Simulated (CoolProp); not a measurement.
Computed with CoolProp (reference Helmholtz-energy equation of state, Akasaka 2019).

For R1234ze(Z), give the phase and the density (kg/m³), isothermal compressibility (1/MPa), expansivity (1/kK), fugacity coefficient at 132.65 °C and 52.2 bar; 161.15 °C and 52.2 bar.


- 132.65 °C and 52.2 bar: liquid; density 886, isothermal compressibility 0.0230, expansivity 5.79, fugacity coefficient 0.379
- 161.15 °C and 52.2 bar: supercritical; density 679, isothermal compressibility 0.130, expansivity 16.7, fugacity coefficient 0.522
